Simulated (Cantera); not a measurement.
# Titanium nitride, carbide and oxide coatings: Ti(OiPr)4 + H2O

A closed system holds: 1 mol Ti(OiPr)4, 2.2 mol H2O, at 1150 °C.

These are equilibrium values from Cantera (NASA tables, ideal gas, pure condensed phases), not measurements of a reactor. Candidate condensed phases: C, C6H6, C7H8, C8H18, H2O, Ti, TiC, TiO, TiO2, Ti2O3, Ti3O5, Ti4O7; 113 gas species. The feed counts by its element totals alone. Mutual solubility and eutectic melting of coexisting phases are not modelled. TiC: taken at fixed stoichiometry. Equilibrium is a limit: real reactors are often held back by kinetics, nucleation or transport.

From 10.0 Pa to 0.130 bar the condensed part is C(graphite) + TiC(s). At 0.360 bar the condensed part is C(graphite) + TiC(s) + Ti3O5(s). At 1.00 bar the condensed part is C(graphite) + Ti3O5(s).

| P (Pa) | log p H2 | log p CO | log p CH4 | log p H | log p H2O | log p CO2 | log p C2H2 (acetylene) | log p C2H4 | n C(graphite) | n TiC(s) | n Ti3O5(s) |
|---|---|---|---|---|---|---|---|---|---|---|---|
| 10 | -4.14 | -4.56 | -10.70 | -7.25 | -11.21 | -11.98 | -9.61 | -13.94 | 4.80 | 1.00 | 0 |
| 28 | -3.69 | -4.11 | -9.81 | -7.02 | -10.32 | -11.09 | -9.16 | -13.04 | 4.80 | 1.00 | 0 |
| 77 | -3.25 | -3.67 | -8.93 | -6.80 | -9.44 | -10.21 | -8.72 | -12.17 | 4.80 | 1.00 | 0 |
| 220 | -2.80 | -3.22 | -8.02 | -6.58 | -8.52 | -9.30 | -8.26 | -11.25 | 4.80 | 1.00 | 0 |
| 600 | -2.36 | -2.78 | -7.14 | -6.36 | -7.65 | -8.43 | -7.83 | -10.38 | 4.80 | 1.00 | 0 |
| 1700 | -1.91 | -2.33 | -6.24 | -6.13 | -6.75 | -7.52 | -7.37 | -9.48 | 4.80 | 1.00 | 0 |
| 4600 | -1.48 | -1.90 | -5.38 | -5.92 | -5.88 | -6.66 | -6.94 | -8.61 | 4.80 | 1.00 | 0 |
| 13000 | -1.03 | -1.44 | -4.47 | -5.69 | -4.98 | -5.75 | -6.49 | -7.71 | 4.80 | 1.00 | 0 |
| 36000 | -0.56 | -1.08 | -3.54 | -5.46 | -4.15 | -5.02 | -6.02 | -6.78 | 6.85 | 0.226 | 0.258 |
| 100000 | -0.11 | -0.66 | -2.64 | -5.23 | -3.28 | -4.19 | -5.57 | -5.87 | 7.43 | 0 | 0.333 |
log p: log10 of the partial pressure in bar; n: condensed amount in mol.
